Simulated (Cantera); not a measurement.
A perfectly stirred reactor is fed with 3.50 % CH₄, 92.0 % H₂, 4.51 % H₂O, at 0.120 bar; it is held at 3000 K, and followed from long to short residence time.

Detailed kinetics in Cantera: GRI-Mech 3.0 (53 species, 325 reactions).

One state of this run: x CH₄ = 1.71e-5; x H₂ = 0.756; x H = 0.206; x CH₃ = 7.10e-5; x C₂H₄ = 1.35e-8. x: mole fraction; the columns are a selection and need not sum to one.

Task: Which value of τ (s) does it belong to?
A. 0.070
B. 0.024
C. 0.0028
D. 0.0081

Result: D, 0.0081
